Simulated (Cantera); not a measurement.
An isothermal plug-flow reactor at 725 K and 760 Torr (inlet), inlet velocity 1.2 m/s, active area per volume 2000 1/m; feed CO : O2 : N2 : H2O = 0.0052 : 0.011 : 0.79 : 0.0051 (molar parts).

Computed with Cantera and Deutschmann's 1995 Pt surface mechanism with GRI-Mech 3.0 gas chemistry. Catalytic surfaces can have several steady states; this one follows from the mechanism file's or the stated starting coverage. Mass transfer to the wall is taken as infinitely fast.

### Question
What does this change do: inlet velocity 1.2 to 5.4 m/s?

### Answer
```json
[
 {"quantity": "x(CO) at z = 0.0072 m", "before": "9.51e-6", "after": "0.000297"},
 {"quantity": "x(O2) at z = 0.0072 m", "before": "0.0104", "after": "0.0105"},
 {"quantity": "x(H2O) at z = 0.0072 m", "before": "0.00631", "after": "0.00631"},
 {"quantity": "x(CO2) at z = 0.0072 m", "before": "0.00642", "after": "0.00613"},
 {"quantity": "θ(free Pt) at the exit", "before": "0.0327", "after": "0.0424"},
 {"quantity": "θ(O*) at the exit", "before": "0.965", "after": "0.955"},
 {"quantity": "θ(OH*) at the exit", "before": "0.00235", "after": "0.00266"}
]
```

### Question
What does this change do: CO 0.0052 to 0.004 parts?

### Answer
| quantity | before | after |
|---|---|---|
| x(CO) at z = 0.0072 m | 9.51e-6 | 9.51e-6 |
| x(O2) at z = 0.0072 m | 0.0104 | 0.0111 |
| x(H2O) at z = 0.0072 m | 0.00631 | 0.00631 |
| x(CO2) at z = 0.0072 m | 0.00642 | 0.00494 |
| θ(free Pt) at the exit | 0.0327 | 0.0318 |
| θ(O*) at the exit | 0.965 | 0.966 |
| θ(OH*) at the exit | 0.00235 | 0.00232 |
